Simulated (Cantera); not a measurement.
Mixture: C₃H₈ : O₂ : N₂ = 1 : 9.26 : 34.8 (molar parts), equivalence ratio 0.54, at 0.987 atm, adiabatic and at constant pressure. Ignition delay is the time to a rise of 400 K.

Cantera simulation using GRI-Mech 3.0 (53 species, 325 reactions); the numbers are that mechanism's predictions, not measurements. GRI-Mech 3.0 was tuned for natural gas; its chemistry of propane as a main component is partial and can be far from experiment.

Problem. At T0 = 1223 K, what is the delay, and which 8 reactions control it most (d ln τ / d ln k, from doubling and halving each rate constant)?

Solution. The delay is 3.64 ms.
| reaction | d ln τ / d ln k | faster rate |
|---|---|---|
| C2H5 + CH3 (+M) <=> C3H8 (+M) | -0.58 | shortens it |
| 2 CH3 (+M) <=> C2H6 (+M) | 0.34 | lengthens it |
| C3H8 + H <=> C3H7 + H2 | 0.32 | lengthens it |
| H + O2 <=> O + OH | -0.32 | shortens it |
| CH3 + HO2 <=> CH3O + OH | -0.30 | shortens it |
| C3H8 + OH <=> C3H7 + H2O | 0.28 | lengthens it |
| CH3O + O2 <=> CH2O + HO2 | -0.16 | shortens it |
| CH2O + H (+M) <=> CH3O (+M) | 0.16 | lengthens it |
